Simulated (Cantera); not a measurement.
Input: 1 mol H2O, 1.7 mol O2, at 2923.15 K and 1800000 Pa.

These are equilibrium values from Cantera (NASA tables, ideal gas, pure condensed phases), not measurements of a reactor. Candidate condensed phases: H2O; 9 gas species. Rates play no part.

Base state: O2 0.596, H2O 0.331, OH 0.0513, O 0.0157, H2 0.00348, H 0.00172, HO2 0.000302, H2O2 1.71e-5 (mole fractions); condensed: gas only.

Question: What changes in the equilibrium state with this change: temperature from 2923.15 K to 3125 K?

Answer: 
| species | before | after |
|---|---|---|
| O2 | 0.596 | 0.574 |
| H2O | 0.331 | 0.309 |
| OH | 0.0513 | 0.0754 |
| O | 0.0157 | 0.0305 |
| H | 0.00172 | 0.00432 |
| H2 | 0.00348 | 0.00645 |
